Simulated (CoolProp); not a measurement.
Vapour pressure (MPa) of carbon monoxide: the reference equation beside estimates from Tc = -140.3 °C, pc = 3.498 MPa, ω = 0.050. Clausius-Clapeyron is anchored at -154.35 °C with a constant enthalpy of vaporisation of 3.739 kJ/mol.

The numbers come from the reference Helmholtz-energy equation of state, Lemmon 2006 in CoolProp. It is a short technical equation, of lower accuracy than the large ones.

```json
[
 {"T (°C)": "-167.25", "reference": "0.8219", "Lee-Kesler": "0.8219", "Clausius-Clapeyron": "1.111", "van der Waals": "1.319", "Redlich-Kwong": "0.8382", "Soave-Redlich-Kwong": "0.8288", "Peng-Robinson": "0.8234"},
 {"T (°C)": "-165.15", "reference": "0.9415", "Lee-Kesler": "0.9411", "Clausius-Clapeyron": "1.206", "van der Waals": "1.443", "Redlich-Kwong": "0.9628", "Soave-Redlich-Kwong": "0.9503", "Peng-Robinson": "0.9434"},
 {"T (°C)": "-162.95", "reference": "1.080", "Lee-Kesler": "1.079", "Clausius-Clapeyron": "1.311", "van der Waals": "1.582", "Redlich-Kwong": "1.106", "Soave-Redlich-Kwong": "1.091", "Peng-Robinson": "1.082"},
 {"T (°C)": "-160.85", "reference": "1.225", "Lee-Kesler": "1.223", "Clausius-Clapeyron": "1.415", "van der Waals": "1.721", "Redlich-Kwong": "1.256", "Soave-Redlich-Kwong": "1.238", "Peng-Robinson": "1.228"},
 {"T (°C)": "-158.65", "reference": "1.391", "Lee-Kesler": "1.388", "Clausius-Clapeyron": "1.528", "van der Waals": "1.876", "Redlich-Kwong": "1.428", "Soave-Redlich-Kwong": "1.407", "Peng-Robinson": "1.396"},
 {"T (°C)": "-156.55", "reference": "1.564", "Lee-Kesler": "1.561", "Clausius-Clapeyron": "1.640", "van der Waals": "2.031", "Redlich-Kwong": "1.606", "Soave-Redlich-Kwong": "1.583", "Peng-Robinson": "1.570"},
 {"T (°C)": "-154.35", "reference": "1.761", "Lee-Kesler": "1.758", "Clausius-Clapeyron": "1.761", "van der Waals": "2.201", "Redlich-Kwong": "1.807", "Soave-Redlich-Kwong": "1.783", "Peng-Robinson": "1.770"},
 {"T (°C)": "-152.15", "reference": "1.976", "Lee-Kesler": "1.973", "Clausius-Clapeyron": "1.887", "van der Waals": "2.380", "Redlich-Kwong": "2.025", "Soave-Redlich-Kwong": "2.000", "Peng-Robinson": "1.986"},
 {"T (°C)": "-150.05", "reference": "2.199", "Lee-Kesler": "2.195", "Clausius-Clapeyron": "2.011", "van der Waals": "2.560", "Redlich-Kwong": "2.248", "Soave-Redlich-Kwong": "2.224", "Peng-Robinson": "2.211"},
 {"T (°C)": "-147.85", "reference": "2.451", "Lee-Kesler": "2.449", "Clausius-Clapeyron": "2.144", "van der Waals": "2.756", "Redlich-Kwong": "2.499", "Soave-Redlich-Kwong": "2.477", "Peng-Robinson": "2.465"},
 {"T (°C)": "-145.75", "reference": "2.712", "Lee-Kesler": "2.711", "Clausius-Clapeyron": "2.274", "van der Waals": "2.951", "Redlich-Kwong": "2.754", "Soave-Redlich-Kwong": "2.736", "Peng-Robinson": "2.726"},
 {"T (°C)": "-143.55", "reference": "3.008", "Lee-Kesler": "3.009", "Clausius-Clapeyron": "2.415", "van der Waals": "3.165", "Redlich-Kwong": "3.040", "Soave-Redlich-Kwong": "3.028", "Peng-Robinson": "3.021"}
]
```

Absolute difference from the reference over all 12 rows, mean and median: Lee-Kesler 0.1 and 0.1 %, Clausius-Clapeyron 14.7 and 14.0 %, van der Waals 29.5 and 27.4 %, Redlich-Kwong 2.2 and 2.3 %, Soave-Redlich-Kwong 1.0 and 1.1 %, Peng-Robinson 0.4 and 0.4 %.
